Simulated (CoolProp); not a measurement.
The numbers come from the reference Helmholtz-energy equation of state, Thol 2019 in CoolProp.

For dodecamethylpentasiloxane (MD3M), give the phase and the cp (kJ/(kg K)), Joule-Thomson coefficient (K/MPa) at 302.95 °C and 1.01 bar.


- 302.95 °C and 1.01 bar: gas; cp 2.04, Joule-Thomson coefficient 15.5
